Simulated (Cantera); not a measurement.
Input: 1 mol Al, 3.7 mol HCl, 0.23 mol N2, equilibrated at 1473.15 K and 10.0 mbar.

These are equilibrium values from Cantera (NASA tables, ideal gas, pure condensed phases), not measurements of a reactor. Candidate condensed phases: Al, AlCl3, AlN, NH4Cl; 20 gas species. The tables' values for AlCl2 are old estimates; treat these amounts as uncertain. Kinetics and transport are ignored.

Base state: H2 0.421, AlCl3 0.271, HCl 0.224, N2 0.0663, AlCl2 0.0125, AlCl 0.00501, H 8.22e-5, Cl 3.55e-5 (mole fractions); condensed: gas only.

Question: What changes in the equilibrium state with this change: HCl from 3.7 to 3.5 mol?

Answer: 
```
species   before    after
-------  -------  -------
H2         0.421    0.441
AlCl3      0.271    0.280
HCl        0.224    0.184
AlCl2     0.0125   0.0162
N2        0.0663   0.0701
AlCl     0.00501  0.00803
Cl       3.55e-5  2.85e-5
H        8.22e-5  8.41e-5
```

Question: What changes in the equilibrium state with this change: temperature from 1473.15 K to 925 K?

Answer: 
```csv
species,before,after
H2,0.421,0.437
AlCl3,0.271,0.291
HCl,0.224,0.204
AlCl2,0.0125,7.38e-7
N2,0.0663,0.0671
AlCl,0.00501,<1e-9
H,8.22e-5,1.72e-9
Cl,3.55e-5,<1e-9
Al2Cl6,9.76e-7,0.000261
```
